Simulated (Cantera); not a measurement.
## Stirred combustor or abatement burner

A perfectly stirred reactor is fed with H2 : O2 : N2 : H2O = 1 : 0.61 : 2.29 : 0.57 (molar parts), equivalence ratio 0.82, at 0.220 bar; it is adiabatic with a 748 K inlet, and is followed from long to short residence time, starting on the burning branch (τ in s: 0.27, 0.12, 0.05, 0.021, 0.0092, 0.0039, 0.0017, 0.00072, 0.00031, 0.00013, 5.7e-05, 2.4e-05, 1e-05).

Detailed kinetics in Cantera: the H2/O2 subset of GRI-Mech 3.0, which has no nitrogen chemistry.

```tsv
τ (s)	T (K)	x H2	x O2	x H2O	x HO2	x O	x OH
0.27	2214	0.00744	0.0284	0.379	1.89e-6	0.00131	0.0101
0.12	2201	0.00855	0.0287	0.377	1.90e-6	0.00153	0.0107
0.050	2171	0.0110	0.0295	0.373	1.99e-6	0.00204	0.0120
0.021	2115	0.0153	0.0311	0.365	2.32e-6	0.00302	0.0137
0.0092	2034	0.0208	0.0335	0.354	3.08e-6	0.00450	0.0152
0.0039	1922	0.0271	0.0368	0.340	4.46e-6	0.00656	0.0160
0.0017	1792	0.0328	0.0406	0.326	6.34e-6	0.00880	0.0155
0.00072	1644	0.0377	0.0450	0.312	8.88e-6	0.0109	0.0136
0.00031	1491	0.0425	0.0503	0.298	1.23e-5	0.0121	0.0108
0.00013	1326	0.0552	0.0600	0.277	1.82e-5	0.0111	0.00730
5.7e-5	748	0.224	0.136	0.128	<1e-12	<1e-12	<1e-12
2.4e-5	748	0.224	0.136	0.128	<1e-12	<1e-12	<1e-12
1.0e-5	748	0.224	0.136	0.128	<1e-12	<1e-12	<1e-12
```
x: mole fraction; the columns are a selection and need not sum to one.
